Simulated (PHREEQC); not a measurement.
H3BO3 is added in steps, without added water, to 1 kg of water holding 0.01 mol/kgw HF, 3.8e-05 mol/kgw KF and 2.5e-07 mol/kgw H4SiO4, at 85 °C. Oxygen alone is held at its pressure in air (log pO2 = -0.68). The system is closed to CO2. Solids allowed: Quartz. Others were left out.

Base run: PHREEQC, ion-association model, wateq4f.dat. Each further column changes one thing. The table gives SiF6-2 (mol/kgw).

```csv
H3BO3 added (mol),base,metal-ligand complexes left out,Davies equation for every ion,database phreeqc.dat,all activity coefficients set to 1
0,5.48e-8,5.48e-8,5.50e-8,5.56e-8,4.86e-8
0.0004687,3.64e-8,3.64e-8,3.65e-8,3.69e-8,3.19e-8
0.0007813,2.87e-8,2.87e-8,2.88e-8,2.90e-8,2.50e-8
0.00125,2.10e-8,2.10e-8,2.11e-8,2.12e-8,1.82e-8
0.001719,1.61e-8,1.61e-8,1.62e-8,1.63e-8,1.40e-8
0.002031,1.38e-8,1.38e-8,1.39e-8,1.39e-8,1.19e-8
0.0025,1.12e-8,1.12e-8,1.13e-8,1.13e-8,9.68e-9
0.002969,9.33e-9,9.33e-9,9.38e-9,9.40e-9,8.04e-9
0.003281,8.34e-9,8.34e-9,8.38e-9,8.40e-9,7.18e-9
0.00375,7.14e-9,7.14e-9,7.18e-9,7.19e-9,6.15e-9
0.004219,6.21e-9,6.21e-9,6.24e-9,6.25e-9,5.34e-9
0.004531,5.69e-9,5.69e-9,5.72e-9,5.72e-9,4.89e-9
0.005,5.03e-9,5.03e-9,5.06e-9,5.06e-9,4.33e-9
```

Constants without temperature data keep their 25 °C values here. SiF6-2 is the database's only silicon fluoride. Real BF4- forms and hydrolyses slowly; the run takes it at equilibrium. phreeqc.dat and wateq4f.dat share most of their constants, so their agreement is no independent check. Solids allowed in the column 'database phreeqc.dat': SiO2(a).
